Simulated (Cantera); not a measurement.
Charge: 1 mol B2O3, 14 mol NF3, 50 mol N2, 6 mol BCl3, held at 1.33 mbar.

Cantera equilibrium calculation (NASA polynomials, part measured and part estimated; ideal gas, pure solids and liquids). Candidate condensed phases: B, BN, B2O3; 42 gas species. Kinetics and transport are ignored.

x: gas mole fraction; nothing condenses.

```tsv
T (K)	x N2	x ClF	x F	x Cl	x BF3	x Cl2	x O2
1050	0.668	0.194	0.0170	0.00189	0.0938	0.00756	0.0176
1100	0.664	0.183	0.0265	0.00437	0.0932	0.0111	0.0175
1150	0.658	0.169	0.0393	0.00922	0.0924	0.0151	0.0173
1200	0.650	0.150	0.0556	0.0178	0.0912	0.0189	0.0171
1250	0.639	0.127	0.0750	0.0315	0.0896	0.0218	0.0168
1300	0.625	0.101	0.0963	0.0511	0.0877	0.0226	0.0164
1350	0.609	0.0750	0.117	0.0756	0.0855	0.0209	0.0160
1400	0.594	0.0514	0.136	0.102	0.0834	0.0171	0.0155
1450	0.581	0.0326	0.151	0.126	0.0816	0.0124	0.0152
1500	0.571	0.0195	0.161	0.145	0.0802	0.00817	0.0149
1550	0.565	(withheld)	0.167	0.157	0.0793	(withheld)	0.0147
1600	0.561	0.00640	0.171	0.165	0.0788	0.00300	0.0145
1650	0.559	(withheld)	0.173	0.169	0.0785	(withheld)	0.0144
1700	0.558	0.00215	0.174	0.172	0.0783	0.00107	0.0143
```

### Question
What belongs in the gaps?

### Answer

- 1650, x ClF: 0.00367
- 1650, x Cl2: 0.00178
- 1550, x ClF: 0.0112
- 1550, x Cl2: 0.00503
